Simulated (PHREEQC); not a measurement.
A solution holds 0.0013 mol/kgw Cu(BF4)2, 0.00086 mol/kgw H2SO4 and 0.0053 mol/kgw Na2SO4, at 67 °C. Closed to the air; pH follows from the charge balance.

All values are PHREEQC results (ion-association model, phreeqc.dat), not measurements.

Each row changes one thing in this solution. Precipitation was switched off in this run.

```csv
case,pH,ionic strength (mol/kgw),SO4-2 (mol/kgw),HF (mol/kgw),F- (mol/kgw),H3BO3 (mol/kgw)
as made,3.01,0.0191,0.00477,0.00463,0.00163,0.00145
Na2SO4 from 0.0053 to 0.00795 mol/kgw,3.05,0.0261,0.00696,0.00449,0.00177,0.00145
temperature from 67 to 25 °C,2.82,0.0201,0.00516,0.00267,0.00137,0.000926
Na2SO4 from 0.0053 to 0.00106 mol/kgw,2.92,0.00811,0.00138,0.00494,0.00135,0.00147
temperature from 67 to 15 °C,2.79,0.0204,0.00524,0.00232,0.00133,0.000833
Cu(BF4)2 from 0.0013 to 0.00065 mol/kgw,3.04,0.0177,0.00494,0.00318,0.00118,0.00106
temperature from 67 to 35 °C,2.85,0.0199,0.00507,0.00307,0.00142,0.00103
temperature from 67 to 75 °C,3.06,0.0188,0.00469,0.00506,0.00170,0.00157
temperature from 67 to 45 °C,2.90,0.0196,0.00498,0.00352,0.00147,0.00115
```

At this temperature some constants are extrapolated from 25 °C, and those without enthalpy data are left unchanged. Real BF4- forms and hydrolyses slowly; the run takes it at equilibrium.
